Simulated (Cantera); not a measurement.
An adiabatic, constant-pressure homogeneous reactor starts with CH4 : C2H6 : O2 : N2 : H2O = 1 : 0.037 : 5.92 : 22.2 : 0.063 (molar parts), at 1400 K and 12.0 bar.

Detailed kinetics in Cantera: GRI-Mech 3.0 (53 species, 325 reactions). The pressure lies above the range GRI-Mech 3.0 was tuned for (to about 10 atm).

x: mole fraction; the columns are a selection and need not sum to one.

| t (s) | T (K) | x CH4 | x C2H6 | x O2 | x C2H2 | x OH | x C2H | x CO |
|---|---|---|---|---|---|---|---|---|
| 1.00e-5 | 1400 | 0.0342 | 0.00126 | 0.203 | 9.43e-12 | 3.98e-8 | <1e-12 | 1.15e-8 |
| 2.77e-5 | 1400 | 0.0342 | 0.00125 | 0.203 | 4.18e-10 | 1.93e-7 | <1e-12 | 4.47e-7 |
| 7.65e-5 | 1403 | 0.0337 | 0.00124 | 0.202 | … | … | <1e-12 | … |
| 0.000211 | 2160 | <1e-12 | <1e-12 | 0.129 | <1e-12 | 0.00224 | <1e-12 | 0.000828 |
| 0.000585 | 2168 | <1e-12 | <1e-12 | 0.129 | <1e-12 | 0.00178 | <1e-12 | 0.000142 |
| 0.00162 | 2167 | <1e-12 | <1e-12 | 0.129 | <1e-12 | 0.00178 | <1e-12 | 0.000142 |
| 0.00447 | 2167 | <1e-12 | <1e-12 | 0.129 | <1e-12 | 0.00178 | <1e-12 | 0.000141 |
| 0.0124 | 2166 | <1e-12 | <1e-12 | 0.129 | <1e-12 | 0.00177 | <1e-12 | 0.000140 |
| 0.0342 | 2163 | <1e-12 | <1e-12 | 0.128 | <1e-12 | 0.00174 | <1e-12 | 0.000138 |
| 0.0946 | 2156 | <1e-12 | <1e-12 | 0.127 | <1e-12 | 0.00169 | <1e-12 | 0.000132 |
| 0.262 | 2150 | <1e-12 | <1e-12 | 0.125 | <1e-12 | 0.00164 | <1e-12 | 0.000127 |
| 0.723 | 2149 | <1e-12 | <1e-12 | 0.125 | <1e-12 | 0.00163 | <1e-12 | 0.000126 |
| 2.00 | 2149 | <1e-12 | <1e-12 | 0.125 | <1e-12 | 0.00163 | <1e-12 | 0.000126 |

Question: What belongs in the gaps?

Answer: 
- 7.65e-5, x C2H2: 4.95e-8
- 7.65e-5, x OH: 1.23e-6
- 7.65e-5, x CO: 3.77e-5
